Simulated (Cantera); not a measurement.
An isothermal, constant-pressure homogeneous reactor starts with H₂ : O₂ : N₂ = 1.3 : 1 : 19 (molar parts), equivalence ratio 0.65, at 1300 K and 100.0 Torr. Integrator tolerance rtol = 1e-08.

Computed with Cantera and GRI-Mech 3.0 (53 species, 325 reactions). The temperature is held fixed by assumption; the heat of reaction is taken as removed at once.

Q: What does this change do: temperature 1300 to 775 K?

A: 
```tsv
quantity	before	after
x(H₂) at 9.00 s	1.33e-7 (gas-phase equilibrium 1.16e-7)	0.0610 (gas-phase equilibrium <1e-12)
x(O₂) at 9.00 s	0.0169 (gas-phase equilibrium 0.0169)	0.0469 (gas-phase equilibrium 0.0169)
x(H₂O₂) at 9.00 s	1.87e-10 (gas-phase equilibrium 1.64e-10)	1.68e-8 (gas-phase equilibrium <1e-12)
x(HO₂) at 9.00 s	2.73e-9 (gas-phase equilibrium 2.71e-9)	3.67e-8 (gas-phase equilibrium <1e-12)
x(NO) at 9.00 s	1.20e-5 (gas-phase equilibrium 0.000122)	<1e-12 (gas-phase equilibrium 3.97e-7)
x(N₂O) at 9.00 s	9.25e-9 (gas-phase equilibrium 3.19e-9)	<1e-12 (gas-phase equilibrium 1.76e-11)
```
Radical loss at walls, strong at low pressure, is not modelled. Below about 950 K walls govern HO2 and H2O2 in real vessels.

Q: What does this change do: temperature 1300 to 825 K?

A: 
```json
[
 {"quantity": "x(H₂) at 9.00 s", "before": "1.33e-7 (gas-phase equilibrium 1.16e-7)", "after": "0.00122 (gas-phase equilibrium <1e-12)"},
 {"quantity": "x(O₂) at 9.00 s", "before": "0.0169 (gas-phase equilibrium 0.0169)", "after": "0.0175 (gas-phase equilibrium 0.0169)"},
 {"quantity": "x(H₂O₂) at 9.00 s", "before": "1.87e-10 (gas-phase equilibrium 1.64e-10)", "after": "1.16e-5 (gas-phase equilibrium <1e-12)"},
 {"quantity": "x(HO₂) at 9.00 s", "before": "2.73e-9 (gas-phase equilibrium 2.71e-9)", "after": "2.00e-6 (gas-phase equilibrium 2.28e-12)"},
 {"quantity": "x(NO) at 9.00 s", "before": "1.20e-5 (gas-phase equilibrium 0.000122)", "after": "2.05e-8 (gas-phase equilibrium 9.38e-7)"},
 {"quantity": "x(N₂O) at 9.00 s", "before": "9.25e-9 (gas-phase equilibrium 3.19e-9)", "after": "2.93e-9 (gas-phase equilibrium 3.81e-11)"}
]
```
Radical loss at walls, strong at low pressure, is not modelled. Below about 950 K walls govern HO2 and H2O2 in real vessels.
